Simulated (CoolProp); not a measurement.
Nitrogen along the isobar 17.5 MPa: Z from the reference equation and from simpler models built on Tc = -147.0 °C, pc = 3.396 MPa, ω = 0.037; each cubic takes its own stable root.

Model: reference Helmholtz-energy equation of state, Span 2000, in CoolProp.

```tsv
T (°C)	phase	reference
-184.05	liquid	0.8272
-165.35	liquid	0.7520
-146.65	supercritical	0.7188
-127.95	supercritical	0.7219
-109.25	supercritical	0.7587
-90.65	supercritical	0.8167
-71.95	supercritical	0.8770
-53.25	supercritical	0.9277
-34.55	supercritical	0.9670
-15.85	supercritical	0.9968
2.85	supercritical	1.019
21.55	supercritical	1.036
40.15	supercritical	1.049
58.85	supercritical	1.058
77.55	supercritical	1.066
```

Task: How far does each simpler model (Redlich-Kwong, Soave-Redlich-Kwong, Peng-Robinson) lie from the reference over these 15 states: mean and median of the absolute difference, and the worst?

Result: 
- Redlich-Kwong: mean 1.6 %, median 1.8 %, worst -2.4 % at 77.55 °C and 17.5 MPa
- Soave-Redlich-Kwong: mean 2.2 %, median 2.1 %, worst +4.0 % at -90.65 °C and 17.5 MPa
- Peng-Robinson: mean 4.7 %, median 2.9 %, worst -11.9 % at -184.05 °C and 17.5 MPa
